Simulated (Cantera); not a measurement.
A closed system holds: 1 mol AlN, 0.84 mol H₂, at 2348.15 K.

Equilibrium computed with Cantera from the NASA thermochemical tables; the gas is ideal and each condensed phase is pure. Candidate condensed phases: Al, AlN; 13 gas species. Rates play no part.

Question: At 0.100 bar, list the 6 most abundant gas species with their mole fractions, and the condensed phases.

Answer: Al 0.392, H₂ 0.370, N₂ 0.203, H 0.0238, AlH 0.0110, Al₂ 0.000999. Condensed: AlN(s).
